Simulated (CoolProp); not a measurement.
Propylene at several states: Z from the reference equation and from simpler models built on Tc = 364.2 K, pc = 4.555 MPa, ω = 0.146; each cubic takes its own stable root.

Values from CoolProp's reference Helmholtz-energy equation of state, Lemmon 2013.

| T (K) | p (MPa) | phase | reference |
|---|---|---|---|
| 506.8 | 5.89 | supercritical | 0.8576 |
| 304.2 | 0.211 | gas | 0.9715 |
| 113.8 | 0.0201 | liquid | 0.001211 |
| 342.3 | 0.261 | gas | 0.9757 |
| 469.4 | 8.05 | supercritical | 0.7355 |
| 425.1 | 0.559 | gas | 0.9739 |

Question: How far does each simpler model (van der Waals, Soave-Redlich-Kwong, Peng-Robinson) lie from the reference over these 6 states: mean and median of the absolute difference, and the worst?

Answer: 
- van der Waals: mean 12.7 %, median 2.4 %, worst +62.6 % at 113.8 K and 0.0201 MPa
- Soave-Redlich-Kwong: mean 2.5 %, median 1.0 %, worst +9.4 % at 113.8 K and 0.0201 MPa
- Peng-Robinson: mean 0.9 %, median 0.7 %, worst -2.2 % at 113.8 K and 0.0201 MPa
